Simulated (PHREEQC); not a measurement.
Solution (44 °C): 4.6e-05 mol/kgw CaSO4, 0.0022 mol/kgw NaF and 0.00014 mol/kgw KCl. Closed to the air; pH follows from the charge balance.

Equilibrium calculation in PHREEQC: ion-association model, wateq4f.dat.

### Question
The ionic strength comes out as 0.00252 mol/kgw. What activity coefficients do F-, CaF+, Na+, SO4-2, K+ get?

### Answer
F- 0.94, CaF+ 0.95, Na+ 0.94, SO4-2 0.80, K+ 0.94.

No solid was allowed to form. The solution is supersaturated, for example in Fluorite, so a real one may precipitate; this is no full list. Constants without temperature data keep their 25 °C values here.
